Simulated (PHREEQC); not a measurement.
Solution (25 °C): 0.0015 mol/kgw Li2SO4. Closed to the air; pH follows from the charge balance.

Model: ion-association model, phreeqc.dat, run in PHREEQC.

This is a speciation only: nothing precipitates in the calculation.

Task: What specific conductance does the model give?

Result: specific conductance 326 µS/cm.

Complexes and solids missing from the database can't appear.
